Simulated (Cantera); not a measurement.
A perfectly stirred reactor is fed with N2O : O2 = 1 : 2.6 (molar parts), at 105 Torr; it is held at 1500 K, and followed from long to short residence time.

Detailed kinetics in Cantera: GRI-Mech 3.0 (53 species, 325 reactions). GRI-Mech 3.0 was tuned for natural gas; its chemistry of N2O as a main component is partial and can be far from experiment. The temperature is held fixed by assumption; the heat of reaction is taken as removed at once.

### Question
What does this change do: 0.18 parts H2O added?

### Answer
| quantity | before | after |
|---|---|---|
| x(N2O) at τ = 2.30 s | 0.0150 | 0.0120 |
| x(O2) at τ = 2.30 s | 0.731 | 0.705 |
| x(NO) at τ = 2.30 s | 0.0465 | 0.0356 |
| x(NO2) at τ = 2.30 s | 7.28e-5 | 7.49e-5 |
| x(O) at τ = 2.30 s | 4.90e-5 | 4.67e-5 |
| x(N2O) at τ = 27.0 ms | 0.223 | 0.204 |
| x(O2) at τ = 27.0 ms | 0.723 | 0.691 |
| x(NO) at τ = 27.0 ms | 0.0117 | 0.0108 |
| x(NO2) at τ = 27.0 ms | 1.46e-5 | 0.000163 |
| x(O) at τ = 27.0 ms | 7.07e-5 | 7.14e-5 |

### Question
What does this change do: temperature 1500 to 1300 K?

### Answer
```csv
quantity,before,after
x(N2O) at τ = 2.30 s,0.0150,0.124
x(O2) at τ = 2.30 s,0.731,0.731
x(NO) at τ = 2.30 s,0.0465,0.0194
x(NO2) at τ = 2.30 s,7.28e-5,3.30e-5
x(O) at τ = 2.30 s,4.90e-5,7.10e-6
x(N2O) at τ = 27.0 ms,0.223,0.274
x(O2) at τ = 27.0 ms,0.723,0.722
x(NO) at τ = 27.0 ms,0.0117,0.000537
x(NO2) at τ = 27.0 ms,1.46e-5,4.84e-7
x(O) at τ = 27.0 ms,7.07e-5,7.55e-6
```
The mechanism lacks the step 2 NO + O2 → 2 NO2, which can matter for NO2 below about 1400 K.
